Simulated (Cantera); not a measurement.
## Moist CO burnout

An isothermal, constant-pressure homogeneous reactor starts with 0.302 % CO, 2.04 % O2, 8.80 % H2O, 88.9 % N2, at 1475 K and 0.133 bar.

Computed with Cantera and GRI-Mech 3.0 (53 species, 325 reactions).

```json
[
 {"t (s)": "2.00e-5", "x CO": "0.00302", "x O2": "0.0204", "x H2O": "0.0880", "x H2O2": "1.14e-12", "x OH": "6.25e-10"},
 {"t (s)": "7.23e-5", "x CO": "0.00302", "x O2": "0.0204", "x H2O": "0.0880", "x H2O2": "1.00e-11", "x OH": "2.62e-9"},
 {"t (s)": "0.000262", "x CO": "0.00302", "x O2": "0.0204", "x H2O": "0.0880", "x H2O2": "5.15e-11", "x OH": "1.32e-8"},
 {"t (s)": "0.000946", "x CO": "0.00302", "x O2": "0.0204", "x H2O": "0.0880", "x H2O2": "1.58e-10", "x OH": "9.28e-8"},
 {"t (s)": "0.00342", "x CO": "0.00302", "x O2": "0.0204", "x H2O": "0.0880", "x H2O2": "3.23e-10", "x OH": "2.35e-6"},
 {"t (s)": "0.0124", "x CO": "0.000917", "x O2": "0.0194", "x H2O": "0.0867", "x H2O2": "5.81e-8", "x OH": "0.000901"},
 {"t (s)": "0.0447", "x CO": "2.56e-5", "x O2": "0.0189", "x H2O": "0.0875", "x H2O2": "3.19e-8", "x OH": "0.000554"},
 {"t (s)": "0.162", "x CO": "3.37e-6", "x O2": "0.0189", "x H2O": "0.0880", "x H2O2": "7.45e-9", "x OH": "0.000204"},
 {"t (s)": "0.585", "x CO": "5.42e-7", "x O2": "0.0189", "x H2O": "0.0881", "x H2O2": "1.72e-9", "x OH": "8.50e-5"},
 {"t (s)": "2.11", "x CO": "2.14e-7", "x O2": "0.0189", "x H2O": "0.0881", "x H2O2": "8.27e-10", "x OH": "5.49e-5"},
 {"t (s)": "7.65", "x CO": "2.03e-7", "x O2": "0.0189", "x H2O": "0.0881", "x H2O2": "7.94e-10", "x OH": "5.35e-5"},
 {"t (s)": "27.7", "x CO": "2.03e-7", "x O2": "0.0189", "x H2O": "0.0881", "x H2O2": "7.94e-10", "x OH": "5.35e-5"},
 {"t (s)": "100", "x CO": "2.03e-7", "x O2": "0.0189", "x H2O": "0.0881", "x H2O2": "7.94e-10", "x OH": "5.35e-5"}
]
```
x: mole fraction; the columns are a selection and need not sum to one.

Equilibrium at this temperature and pressure: CO 2.03e-7, O2 0.0188, H2O 0.0881, H2O2 7.90e-10, OH 5.34e-5 (gas phase only).
